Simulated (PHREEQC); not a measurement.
# Copper plating or etch bath: speciation

Solution (25 °C): 0.0014 mol Cu(BF4)2, 7.4e-05 mol HBF4 and 0.00041 mol Na2SO4 per kg of water. Closed to the air; pH follows from the charge balance.

All values are PHREEQC results (ion-association model, wateq4f.dat), not measurements.

Precipitation was switched off in this run.

Q: What pH, ionic strength does the model give?

A: pH 3.03; ionic strength 0.00616 mol/kgw.

Q: In which forms is S present?

A: SO4-2 82 %, CuSO4 12 %, HSO4- 5.9 % of the S.

Real BF4- forms and hydrolyses slowly; the run takes it at equilibrium.
